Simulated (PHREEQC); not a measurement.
Dissolve 0.058 mol/kgw TMAH, 0.0028 mol/kgw CO2 and 0.29 mol/kgw K2CO3 at 46 °C. Closed to the air; pH follows from the charge balance.

Equilibrium calculation in PHREEQC: ion-association model, phreeqc.dat.

Each row changes one thing in this solution. This is a speciation only: nothing precipitates in the calculation.

```csv
case,pH,ionic strength (mol/kgw),HCO3- (mol/kgw),CO2 (mol/kgw)
as made,11.87,0.929,0.00169,2.37e-9
0.0035 mol/kgw H2SO4 added,11.81,0.929,0.00192,3.10e-9
K2CO3 left out,11.99,[?],2.38e-5,3.83e-11
TMAH replaced by (CH3)4NCl at the same molality,[?],0.918,0.0126,1.38e-7
K2CO3 replaced by K2HPO4 at the same molality,10.33,[?],0.000463,2.22e-8
```

Q: Some entries are withheld; supply them.

A: 
- K2CO3 left out, ionic strength (mol/kgw): 0.0608
- TMAH replaced by (CH3)4NCl at the same molality, pH: 10.98
- K2CO3 replaced by K2HPO4 at the same molality, ionic strength (mol/kgw): 0.968

The ionic strength passes 0.7 mol/kgw, the rough limit of the ion-association models, in as made; 0.0035 mol/kgw H2SO4 added; TMAH replaced by (CH3)4NCl at the same molality; K2CO3 replaced by K2HPO4 at the same molality. Complexes and solids missing from the database can't appear. (CH3)4N+ isn't in the database: it is added as a free cation with an ion size of 4 Å. Away from 25 °C the constants follow the database's enthalpies or fits; those with neither stay at their 25 °C values.
